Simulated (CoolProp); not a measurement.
Ammonia along the isobar 56.2 MPa: fugacity coefficient from the reference equation and from simpler models built on Tc = 405.6 K, pc = 11.36 MPa, ω = 0.256; each cubic takes its own stable root.

Values from CoolProp's reference Helmholtz-energy equation of state, Gao 2020.

```json
[
 {"T (K)": "348.7", "phase": "liquid", "reference": "0.09191"},
 {"T (K)": "360.1", "phase": "liquid", "reference": "0.1122"},
 {"T (K)": "371.6", "phase": "liquid", "reference": "0.1348"},
 {"T (K)": "383", "phase": "liquid", "reference": "0.1593"},
 {"T (K)": "394.4", "phase": "liquid", "reference": "0.1857"},
 {"T (K)": "405.9", "phase": "supercritical", "reference": "0.2139"},
 {"T (K)": "417.3", "phase": "supercritical", "reference": "0.2433"},
 {"T (K)": "428.7", "phase": "supercritical", "reference": "0.2738"},
 {"T (K)": "440.2", "phase": "supercritical", "reference": "0.3055"}
]
```

### Question
How far does each simpler model (van der Waals, Redlich-Kwong, Soave-Redlich-Kwong) lie from the reference over these 9 states: mean and median of the absolute difference, and the worst?

### Answer
- van der Waals: mean 66.3 %, median 58.9 %, worst +129.2 % at 348.7 K and 56.2 MPa
- Redlich-Kwong: mean 26.1 %, median 24.8 %, worst +43.1 % at 348.7 K and 56.2 MPa
- Soave-Redlich-Kwong: mean 21.4 %, median 21.6 %, worst +22.0 % at 360.1 K and 56.2 MPa
